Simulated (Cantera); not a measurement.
A closed system holds: 1 mol Fe₂O₃, 0.23 mol H₂S, 22 mol N₂, held at 1150 K and 4.70 bar.

Cantera equilibrium calculation (NASA polynomials, part measured and part estimated; ideal gas, pure solids and liquids). Candidate condensed phases: Fe, FeO, Fe(OH)₂, Fe(OH)₃, FeS, FeSO₄, FeS₂, Fe₂O₃, Fe₂(SO₄)₃, Fe₃O₄, H₂O, H₂SO₄, S; 38 gas species. Mutual solubility and eutectic melting of coexisting phases are not modelled. FeS: taken at fixed stoichiometry. Gases not in the tables: S₃ to S₇. Equilibrium is a limit: real reactors are often held back by kinetics, nucleation or transport.

Base state: N₂ 0.984, H₂O 0.00997, SO₂ 0.00510, S₂ 0.000492, H₂S 0.000194, H₂ 0.000122, S₂O 1.91e-5 (mole fractions); condensed: FeS(s) + Fe₃O₄(s).

Problem. What changes in the equilibrium state with this change: temperature from 1150 K to 1848.15 K?

Solution. 
```json
[
 {"species": "N₂", "before": "0.984", "after": "0.979"},
 {"species": "SO₂", "before": "0.00510", "after": "0.0102"},
 {"species": "H₂O", "before": "0.00997", "after": "0.0102"},
 {"species": "S₂", "before": "0.000492", "after": "2.52e-9"},
 {"species": "NO", "before": "<1e-9", "after": "7.18e-5"},
 {"species": "O₂", "before": "<1e-9", "after": "3.66e-5"},
 {"species": "H₂S", "before": "0.000194", "after": "6.50e-9"},
 {"species": "OH", "before": "<1e-9", "after": "2.28e-5"},
 {"species": "FeS(s), mol", "before": "0.0887", "after": "0"},
 {"species": "Fe₃O₄(s), mol", "before": "0.637", "after": "0.309"},
 {"species": "FeO(l), mol", "before": "0", "after": "1.07"}
]
```
The tables' stoichiometric FeO is somewhat more stable than real wüstite, so its field is too wide. FeO: taken at fixed stoichiometry.

Problem. What changes in the equilibrium state with this change: temperature from 1150 K to 1775 K?

Solution. 
```
species          before    after
-------------  --------  -------
N₂                0.984    0.979
SO₂             0.00510   0.0102
H₂O             0.00997   0.0101
S₂             0.000492  1.78e-8
NO                <1e-9  2.12e-5
H₂S            0.000194  2.96e-8
S₂O             1.91e-5  1.09e-8
FeS(s), mol      0.0887        0
Fe₃O₄(s), mol     0.637    0.312
FeO(l), mol           0     1.06
```
The tables' stoichiometric FeO is somewhat more stable than real wüstite, so its field is too wide. FeO: taken at fixed stoichiometry.

Problem. What changes in the equilibrium state with this change: temperature from 1150 K to 775 K?

Solution. 
```tsv
species	before	after
N₂	0.984	0.985
H₂O	0.00997	0.0102
SO₂	0.00510	0.00431
S₂	0.000492	2.43e-5
H₂	0.000122	2.22e-6
S₂O	1.91e-5	2.24e-6
FeS(s), mol	0.0887	0
Fe₃O₄(s), mol	0.637	0.645
FeS₂(s), mol	0	0.0655
```
